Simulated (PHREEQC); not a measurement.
Nickel, zinc or cadmium bath (model solution)

Make-up at 25 °C: 0.049 mol ZnSO4, 0.00011 mol NaCl and 0.071 mol H2SO4 per kg of water. Closed to the air; pH follows from the charge balance.

Equilibrium calculation in PHREEQC: ion-association model, phreeqc.dat.

Each row changes one thing in this solution. No solid was allowed to form.

```
case                                            pH  ionic strength (mol/kgw)  HSO4- (mol/kgw)  SO4-2 (mol/kgw)  Zn+2 (mol/kgw)  ZnSO4 (mol/kgw)  SI of Halite (NaCl)
--------------------------------------------  ----  ------------------------  ---------------  ---------------  --------------  ---------------  -------------------
as made                                       1.22                     0.194           0.0668           0.0289          0.0286           0.0165                -9.78
temperature from 25 to 40 °C                  1.26                     0.186           0.0732           0.0248          0.0300           0.0161                -9.81
ZnSO4 from 0.049 to 0.0539 mol/kgw            1.23                     0.203           0.0677           0.0302      (withheld)           0.0182                -9.79
temperature from 25 to 70 °C                  1.36                (withheld)           0.0862           0.0171          0.0337           0.0138                -9.88
0.075 mol/kgw NaOH added                      1.64                     0.221           0.0381           0.0450          0.0233           0.0189                -6.97
H2SO4 replaced by K2SO4 at the same molality  5.83                     0.260          3.38e-6           0.0654          0.0191           0.0198                -9.82
```

**Question.** What belongs in the gaps?

**Answer.** 
- ZnSO4 from 0.049 to 0.0539 mol/kgw, Zn+2 (mol/kgw): 0.0313
- temperature from 25 to 70 °C, ionic strength (mol/kgw): 0.176

Away from 25 °C the constants follow the database's enthalpies or fits; those with neither stay at their 25 °C values.
